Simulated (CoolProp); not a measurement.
Saturation properties of toluene (Tc = 591.7 K, pc = 4.126 MPa, ω = 0.266).

The numbers come from the reference Helmholtz-energy equation of state, Lemmon 2006 in CoolProp. It is a short technical equation, of lower accuracy than the large ones.

```
T (K)     p (MPa)  vapour density (kg/m³)  enthalpy of vaporisation (kJ/kg)  liquid viscosity (µPa s)  vapour viscosity (µPa s)
-----  ----------  ----------------------  --------------------------------  ------------------------  ------------------------
410.6      0.2051                   5.929                             342.3                       206                      9.37
427.1      0.3009                   8.546                             330.1                (withheld)                (withheld)
443.7      0.4284                   12.03                             316.9                       166                      10.1
460.2      0.5920                   16.54                             302.8                (withheld)                      10.5
476.7      0.7985                   22.38                             287.3                       135                      10.9
493.3  (withheld)                   29.97                             270.1                       121                      11.3
509.8       1.370                   39.78                             250.8                       108                (withheld)
526.4       1.752                   52.80                             228.6                (withheld)                      12.5
542.9       2.206                   70.42                             202.5                      83.9                      13.3
559.4       2.748                   95.82                             170.1                      71.3                      14.4
576         3.395                   137.7                             125.2                      57.0                      16.4
```

Fill in the missing entries.


- 427.1, liquid viscosity (µPa s): 185
- 427.1, vapour viscosity (µPa s): 9.73
- 460.2, liquid viscosity (µPa s): 150
- 493.3, p (MPa): 1.057
- 509.8, vapour viscosity (µPa s): 11.9
- 526.4, liquid viscosity (µPa s): 96.1

It boils at 383.7 K under 1 atm.

Viscosity comes from a separate model (Avgeri 2015).
